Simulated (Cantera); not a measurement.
What does this Cantera script print?

```python
import numpy as np
import cantera as ct

gas_names = """
    C CO COS CO2 CS CS2 C2 C2O C3 C3O2 C4 C5 Fe FeC5O5 FeO O O2 O3 S SO SO2 SO3 S2 S2O S8
""".split()
cond_names = """
    C(gr) Fe(a) Fe(c) Fe(d) Fe(L) FeC5O5(L) FeO(s) FeO(L) FeS(a) FeS(b) FeS(c) FeS(L) FeSO4(s) FeS2(s)
    Fe2O3(s) Fe2S3O12(s) Fe3O4(s) S(cr1) S(cr2) S(L)
""".split()


# ... load() reads the species with a 1 bar reference pressure and builds the phases ...
atoms = {
    'FeS2': {'Fe': 1, 'S': 2},
    'SO3': {'S': 1, 'O': 3},
    'CO2': {'C': 1, 'O': 2},
}
top_T = {'C(gr)': 4500, 'FeSO4(s)': 950, 'FeS2(s)': 1010, 'Fe2O3(s)': 1830, 'Fe2S3O12(s)': 1100, 'Fe3O4(s)': 1870}  # K; cautious upper limits of use, not melting points


# ... equilibrate(T, P, feed) seeds the gas with the atoms and calls Mixture.equilibrate('TP', solver="vcs", rtol=1e-11, max_steps=5000) ...
results = []
feed = {'FeS2': 1, 'SO3': 0.059, 'CO2': 0.17}  # mol
T = 1300  # K
for P in [1000, 3000, 8800, 26000, 77000, 230000, 680000, 2000000]:
    mix = equilibrate(T, P, feed)
    results.append((T, P, feed, dict(zip(mix.species_names, mix.species_moles))))
    x = sorted(zip(gas.X, gas.species_names), reverse=True)
    print(f"T = {T:g} K  P = {P:g} Pa  gas = {mix.phase_moles(0):.4g} mol")
    print("   x: " + "  ".join(f"{s} {v:.3e}" for v, s in x if v > 1e-06))
    print("   condensed (mol): " + ("  ".join(f"{mix.phase(i).name} {mix.phase_moles(i):.4g}"
          for i in range(1, mix.n_phases) if mix.phase_moles(i) > 1e-12) or "none"))
```

Result:

```
T = 1300 K  P = 1000 Pa  gas = 0.7519 mol
   x: S2 6.289e-01  CO2 1.780e-01  SO2 1.386e-01  CO 4.681e-02  S2O 4.356e-03  SO 2.016e-03  COS 1.328e-03  S 2.223e-05  CS2 2.356e-06
   condensed (mol): FeS(c) 1
T = 1300 K  P = 3000 Pa  gas = 0.7497 mol
   x: S2 6.317e-01  CO2 1.869e-01  SO2 1.344e-01  CO 3.798e-02  S2O 5.664e-03  COS 1.871e-03  SO 1.510e-03  S 1.286e-05  CS2 4.450e-06
   condensed (mol): FeS(c) 1
T = 1300 K  P = 8800 Pa  gas = 0.7478 mol
   x: S2 6.335e-01  CO2 1.941e-01  SO2 1.307e-01  CO 3.059e-02  S2O 7.327e-03  COS 2.584e-03  SO 1.139e-03  CS2 8.174e-06  S 7.519e-06
   condensed (mol): FeS(c) 1
T = 1300 K  P = 26000 Pa  gas = 0.746 mol
   x: S2 6.344e-01  CO2 2.000e-01  SO2 1.274e-01  CO 2.435e-02  S2O 9.493e-03  COS 3.538e-03  SO 8.580e-04  CS2 1.488e-05  S 4.378e-06
   condensed (mol): FeS(c) 1
T = 1300 K  P = 77000 Pa  gas = 0.7442 mol
   x: S2 6.342e-01  CO2 2.044e-01  SO2 1.245e-01  CO 1.919e-02  S2O 1.231e-02  COS 4.799e-03  SO 6.464e-04  CS2 2.678e-05  S 2.543e-06
   condensed (mol): FeS(c) 1
T = 1300 K  P = 230000 Pa  gas = 0.7424 mol
   x: S2 6.328e-01  CO2 2.075e-01  SO2 1.217e-01  S2O 1.597e-02  CO 1.498e-02  COS 6.465e-03  SO 4.860e-04  CS2 4.787e-05  S 1.470e-06
   condensed (mol): FeS(c) 1
T = 1300 K  P = 680000 Pa  gas = 0.7405 mol
   x: S2 6.302e-01  CO2 2.092e-01  SO2 1.192e-01  S2O 2.066e-02  CO 1.163e-02  COS 8.613e-03  SO 3.664e-04  CS2 8.425e-05  S8 1.641e-06
   condensed (mol): FeS(c) 1
T = 1300 K  P = 2e+06 Pa  gas = 0.7383 mol
   x: S2 6.260e-01  CO2 2.098e-01  SO2 1.167e-01  S2O 2.665e-02  COS 1.137e-02  CO 8.980e-03  SO 2.764e-04  CS2 1.465e-04  S8 4.065e-05
   condensed (mol): FeS(c) 1
```

Equilibrium computed with Cantera from the NASA thermochemical tables; the gas is ideal and each condensed phase is pure. FeS: taken at fixed stoichiometry.
